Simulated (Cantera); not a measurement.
A closed system holds: 1 mol Nb2O5, 1.2 mol H2, 0.056 mol H2O, held at 1.30 mbar.

Cantera equilibrium calculation (NASA polynomials, part measured and part estimated; ideal gas, pure solids and liquids). Candidate condensed phases: H2O, Nb, NbO, NbO2, Nb2O5; 12 gas species. Mutual solubility and eutectic melting of coexisting phases are not modelled. Condensed phases not in the tables: the oxides between NbO2 and Nb2O5. Kinetics and transport are ignored. All values below are at 1648 K.

Base state: H2 0.860, H2O 0.138, H 0.00229, OH 1.65e-5 (mole fractions); condensed: NbO2(s) + Nb2O5(s).

Q: What changes in the equilibrium state with this change: Nb2O5 replaced by CuO?

A: 
| species | before | after |
|---|---|---|
| H2O | 0.138 | 0.789 |
| H2 | 0.860 | 0.149 |
| Cu | 0 | 0.0608 |
| Cu2 | 0 | 5.64e-5 |
| OH | 1.65e-5 | 0.000227 |
| NbO2(s), mol | 0.235 | 0 |
| Nb2O5(s), mol | 0.882 | 0 |
| Cu(l), mol | 0 | 0.919 |
Further candidate phases: Cu, CuO, Cu(OH)2, Cu2O.

Q: What changes in the equilibrium state with this change: Nb2O5 replaced by Cu2O?

A: 
```json
[
 {"species": "H2O", "before": "0.138", "after": "0.789"},
 {"species": "H2", "before": "0.860", "after": "0.149"},
 {"species": "Cu", "before": "0", "after": "0.0608"},
 {"species": "Cu2", "before": "0", "after": "5.64e-5"},
 {"species": "OH", "before": "1.65e-5", "after": "0.000227"},
 {"species": "H", "before": "0.00229", "after": "0.000954"},
 {"species": "NbO2(s), mol", "before": "0.235", "after": "0"},
 {"species": "Nb2O5(s), mol", "before": "0.882", "after": "0"},
 {"species": "Cu(l), mol", "before": "0", "after": "1.92"}
]
```
Further candidate phases: Cu, CuO, Cu(OH)2, Cu2O.
